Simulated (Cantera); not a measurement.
An isothermal, constant-pressure homogeneous reactor starts with 37.2 % H₂, 23.3 % O₂, 39.5 % N₂, equivalence ratio 0.80, at 1100 K and 278 Torr.

Detailed kinetics in Cantera: the H2/O2 subset of GRI-Mech 3.0, which has no nitrogen chemistry. The temperature is held fixed by assumption; the heat of reaction is taken as removed at once.

One state of this run: x H₂ = 1.50e-8; x O₂ = 0.0571; x O = 5.80e-9; x H₂O₂ = 3.39e-9; x H = 2.14e-11. x: mole fraction; the columns are a selection and need not sum to one.

**Question.** Which value of t (s) does it belong to?
A) 0.0115
B) 20.0
C) 1.22
D) 0.479

**Answer.** D, 0.479
